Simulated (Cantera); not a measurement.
Feed: 1 mol FeCl3, 0.56 mol O2, 0.17 mol H2, at 1000 Pa.

Method: chemical equilibrium by Gibbs-energy minimisation in Cantera with the NASA 1993 tables (ideal gas, pure condensed phases). Candidate condensed phases: Fe, FeCl2, FeCl3, FeO, Fe(OH)2, Fe(OH)3, Fe2O3, Fe3O4, H2O; 22 gas species. Kinetics and transport are ignored.

Problem. At 1473 K, list the 6 most abundant gas species with their mole fractions, and the condensed phases.

Solution. FeCl2 0.391, O2 0.240, HCl 0.145, Cl 0.121, Cl2 0.0624, FeCl3 0.0388. Condensed: gas only.
